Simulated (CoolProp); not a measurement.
R1132(E) along the isotherm 12.45 °C: Z from the reference equation and from simpler models built on Tc = 75.7 °C, pc = 5.174 MPa, ω = 0.245; each cubic takes its own stable root.

Values from CoolProp's reference Helmholtz-energy equation of state, Akasaka 2024.

| p (MPa) | phase | reference |
|---|---|---|
| 0.0206 | gas | 0.9973 |
| 0.0468 | gas | 0.9938 |
| 0.106 | gas | 0.9859 |
| 0.242 | gas | 0.9672 |
| 0.551 | gas | 0.9222 |
| 1.25 | liquid | 0.03503 |
| 2.86 | liquid | 0.07947 |
| 6.5 | liquid | 0.1776 |

Question: How far does each simpler model (van der Waals, Redlich-Kwong, Soave-Redlich-Kwong) lie from the reference over these 8 states: mean and median of the absolute difference, and the worst?

Answer: 
- van der Waals: mean 314.1 %, median 1.8 %, worst +2381.9 % at 12.45 °C and 1.25 MPa
- Redlich-Kwong: mean 289.4 %, median 0.8 %, worst +2279.1 % at 12.45 °C and 1.25 MPa
- Soave-Redlich-Kwong: mean 4.9 %, median 0.4 %, worst +13.6 % at 12.45 °C and 1.25 MPa

At some of these states van der Waals, Redlich-Kwong gives the other phase, because its saturation line lies elsewhere.
